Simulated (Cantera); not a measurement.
An adiabatic, constant-pressure homogeneous reactor starts with C3H8 : O2 : N2 = 1 : 9.62 : 36.2 (molar parts), at 1673 K and 0.300 bar. Integrator tolerance rtol = 1e-08.

Model: GRI-Mech 3.0 (53 species, 325 reactions), integrated in Cantera. GRI-Mech 3.0 was tuned for natural gas; its chemistry of propane as a main component is partial and can be far from experiment.

### Question
What does this change do: C3H8 1 to 0.56 parts?

### Answer
```json
[
 {"quantity": "time of steepest temperature rise", "before": "57.7 µs", "after": "55.8 µs"},
 {"quantity": "temperature at 0.500 s", "before": "2505 K", "after": "2247 K"},
 {"quantity": "equilibrium temperature", "before": "2505 K", "after": "2245 K"},
 {"quantity": "x(C3H8) at 0.500 s", "before": "<1e-12 (gas-phase equilibrium <1e-12)", "after": "<1e-12 (gas-phase equilibrium <1e-12)"},
 {"quantity": "x(O2) at 0.500 s", "before": "0.0881 (gas-phase equilibrium 0.0881)", "after": "0.138 (gas-phase equilibrium 0.138)"},
 {"quantity": "x(N2O) at 0.500 s", "before": "4.29e-7 (gas-phase equilibrium 4.29e-7)", "after": "3.27e-7 (gas-phase equilibrium 3.34e-7)"},
 {"quantity": "x(CH2CO) at 0.500 s", "before": "<1e-12 (gas-phase equilibrium <1e-12)", "after": "<1e-12 (gas-phase equilibrium <1e-12)"},
 {"quantity": "x(CO2) at 0.500 s", "before": "0.0500 (gas-phase equilibrium 0.0500)", "after": "0.0343 (gas-phase equilibrium 0.0343)"},
 {"quantity": "x(H2O) at 0.500 s", "before": "0.0716 (gas-phase equilibrium 0.0716)", "after": "0.0446 (gas-phase equilibrium 0.0447)"}
]
```

### Question
What does this change do: pressure from 0.300 bar to 0.320 bar?

### Answer
```csv
quantity,before,after
time of steepest temperature rise,57.7 µs,54.7 µs
temperature at 0.500 s,2505 K,2508 K
equilibrium temperature,2505 K,2508 K
x(C3H8) at 0.500 s,<1e-12 (gas-phase equilibrium <1e-12),<1e-12 (gas-phase equilibrium <1e-12)
x(O2) at 0.500 s,0.0881 (gas-phase equilibrium 0.0881),0.0881 (gas-phase equilibrium 0.0881)
x(N2O) at 0.500 s,4.29e-7 (gas-phase equilibrium 4.29e-7),4.45e-7 (gas-phase equilibrium 4.45e-7)
x(CH2CO) at 0.500 s,<1e-12 (gas-phase equilibrium <1e-12),<1e-12 (gas-phase equilibrium <1e-12)
x(CO2) at 0.500 s,0.0500 (gas-phase equilibrium 0.0500),0.0502 (gas-phase equilibrium 0.0502)
x(H2O) at 0.500 s,0.0716 (gas-phase equilibrium 0.0716),0.0717 (gas-phase equilibrium 0.0717)
```

### Question
What does this change do: initial temperature 1673 to 1525 K?

### Answer
```
quantity                                                            before                                    after
---------------------------------  ---------------------------------------  ---------------------------------------
time of steepest temperature rise                                  57.7 µs                                 0.139 ms
temperature at 0.500 s                                              2505 K                                   2431 K
equilibrium temperature                                             2505 K                                   2431 K
x(C3H8) at 0.500 s                   <1e-12 (gas-phase equilibrium <1e-12)    <1e-12 (gas-phase equilibrium <1e-12)
x(O2) at 0.500 s                     0.0881 (gas-phase equilibrium 0.0881)    0.0890 (gas-phase equilibrium 0.0890)
x(N2O) at 0.500 s                  4.29e-7 (gas-phase equilibrium 4.29e-7)  3.79e-7 (gas-phase equilibrium 3.79e-7)
x(CH2CO) at 0.500 s                  <1e-12 (gas-phase equilibrium <1e-12)    <1e-12 (gas-phase equilibrium <1e-12)
x(CO2) at 0.500 s                    0.0500 (gas-phase equilibrium 0.0500)    0.0536 (gas-phase equilibrium 0.0536)
x(H2O) at 0.500 s                    0.0716 (gas-phase equilibrium 0.0716)    0.0745 (gas-phase equilibrium 0.0745)
```
